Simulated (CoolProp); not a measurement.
The numbers come from the reference Helmholtz-energy equation of state, Tillner-Roth 1997 in CoolProp.

### Question
For CH2F2 (R32), give the phase and the conductivity (mW/(m K)) at 435 K and 0.792 bar; 435 K and 1.63 bar; 435 K and 28.9 bar.

### Answer
- 435 K and 0.792 bar: gas; conductivity 26.6
- 435 K and 1.63 bar: gas; conductivity 26.7
- 435 K and 28.9 bar: gas; conductivity 30.5

Thermal conductivity comes from a separate model (Huber 2003), an estimate that may be off by 10 % or more.
